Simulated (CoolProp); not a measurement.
Vapour-liquid equilibrium of dimethyl carbonate (1) + n-octane (2) at 2.49 bar; x and y are mole fractions of (1).

Values from CoolProp's multi-fluid Helmholtz-energy mixture model, Zhou 2011 and Beckmüller 2019; pair parameters Bell 2016.

```json
[
 {"x": "0.05", "bubble temperature, mixture model (°C)": "152.0", "bubble temperature, Raoult's law (°C)": "158.1", "y, mixture model": "0.221", "y, Raoult's law": "0.120"},
 {"x": "0.15", "bubble temperature, mixture model (°C)": "139.0", "bubble temperature, Raoult's law (°C)": "152.1", "y, mixture model": "0.475", "y, Raoult's law": "0.316"},
 {"x": "0.25", "bubble temperature, mixture model (°C)": "131.5", "bubble temperature, Raoult's law (°C)": "146.9", "y, mixture model": "0.601", "y, Raoult's law": "0.468"},
 {"x": "0.35", "bubble temperature, mixture model (°C)": "127.0", "bubble temperature, Raoult's law (°C)": "142.3", "y, mixture model": "0.672", "y, Raoult's law": "0.589"},
 {"x": "0.45", "bubble temperature, mixture model (°C)": "124.4", "bubble temperature, Raoult's law (°C)": "138.1", "y, mixture model": "0.717", "y, Raoult's law": "0.687"},
 {"x": "0.55", "bubble temperature, mixture model (°C)": "122.7", "bubble temperature, Raoult's law (°C)": "134.4", "y, mixture model": "0.751", "y, Raoult's law": "0.768"},
 {"x": "0.65", "bubble temperature, mixture model (°C)": "121.5", "bubble temperature, Raoult's law (°C)": "131.0", "y, mixture model": "0.781", "y, Raoult's law": "0.835"},
 {"x": "0.75", "bubble temperature, mixture model (°C)": "120.7", "bubble temperature, Raoult's law (°C)": "127.9", "y, mixture model": "0.814", "y, Raoult's law": "0.892"},
 {"x": "0.85", "bubble temperature, mixture model (°C)": "120.3", "bubble temperature, Raoult's law (°C)": "125.1", "y, mixture model": "0.860", "y, Raoult's law": "0.940"},
 {"x": "0.95", "bubble temperature, mixture model (°C)": "120.5", "bubble temperature, Raoult's law (°C)": "122.4", "y, mixture model": "0.938", "y, Raoult's law": "0.981"}
]
```

The largest gap from Raoult's law is -15.4 K in bubble temperature, at x = 0.25. y crosses x between x = 0.85 and 0.95: the model has an azeotrope there.

The pair parameters rest on a limited set of measurements; away from them the model extrapolates.
